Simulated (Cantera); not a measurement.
Input: 1 mol B2O3, 0.51 mol O2, at 1525 °C and 3.10 mbar.

These are equilibrium values from Cantera (NASA tables, ideal gas, pure condensed phases), not measurements of a reactor. Candidate condensed phases: B, B2O3; 10 gas species. Equilibrium is a limit: real reactors are often held back by kinetics, nucleation or transport.

Base state: B2O3 0.638, O2 0.325, BO2 0.0365, O 0.00122, BO 3.47e-5 (mole fractions); condensed: gas only.

### Question
What changes in the equilibrium state with this change: temperature from 1525 °C to 1025 °C?

### Answer
```json
[
 {"species": "O2", "before": "0.325", "after": "1.000"},
 {"species": "B2O3", "before": "0.638", "after": "5.68e-5"},
 {"species": "BO2", "before": "0.0365", "after": "1.38e-5"},
 {"species": "BO", "before": "3.47e-5", "after": "<1e-9"},
 {"species": "O", "before": "0.00122", "after": "3.06e-6"},
 {"species": "B2O3(l), mol", "before": "0", "after": "1.000"}
]
```
